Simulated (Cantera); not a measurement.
A diamond (100) surface in a fixed gas of H2 with x(CH4) = 0.0089, x(H) = 0.00067, x(CH3) = 3.8e-05, at 1200 K; coverages are run to steady state.

Computed with Cantera and the Harris–Goodwin 1993 mechanism for the reconstructed diamond (100) surface.

θ: site fractions in the mechanism's names (c6HH fully hydrogenated, c6H* and c6*H radical sites, c6** diradical, c6HM methylated).

```json
[
 {"P (Pa)": "360", "growth (µm/h)": "0.00595", "θ c6HH": "0.476", "θ c6H*": "0.0365", "θ c6*H": "0.467", "θ c6**": "0.0198", "θ c6HM": "4.19e-5"},
 {"P (Pa)": "640", "growth (µm/h)": "?", "θ c6HH": "0.476", "θ c6H*": "0.0365", "θ c6*H": "0.467", "θ c6**": "0.0198", "θ c6HM": "?"},
 {"P (Pa)": "1100", "growth (µm/h)": "0.0231", "θ c6HH": "0.476", "θ c6H*": "0.0365", "θ c6*H": "0.467", "θ c6**": "0.0198", "θ c6HM": "0.000132"},
 {"P (Pa)": "2000", "growth (µm/h)": "0.0487", "θ c6HH": "0.476", "θ c6H*": "0.0365", "θ c6*H": "0.467", "θ c6**": "0.0198", "θ c6HM": "0.000240"},
 {"P (Pa)": "3500", "growth (µm/h)": "?", "θ c6HH": "0.475", "θ c6H*": "0.0365", "θ c6*H": "0.467", "θ c6**": "0.0198", "θ c6HM": "?"},
 {"P (Pa)": "6100", "growth (µm/h)": "0.226", "θ c6HH": "0.475", "θ c6H*": "0.0365", "θ c6*H": "0.467", "θ c6**": "0.0198", "θ c6HM": "0.000707"},
 {"P (Pa)": "11000", "growth (µm/h)": "0.555", "θ c6HH": "0.475", "θ c6H*": "0.0365", "θ c6*H": "0.466", "θ c6**": "0.0198", "θ c6HM": "0.00122"},
 {"P (Pa)": "19000", "growth (µm/h)": "1.33", "θ c6HH": "0.474", "θ c6H*": "0.0364", "θ c6*H": "0.466", "θ c6**": "0.0197", "θ c6HM": "0.00196"}
]
```

**Question.** Complete the blanks.

**Answer.** 
- 640, growth (µm/h): 0.0120
- 640, θ c6HM: 7.60e-5
- 3500, growth (µm/h): 0.102
- 3500, θ c6HM: 0.000415
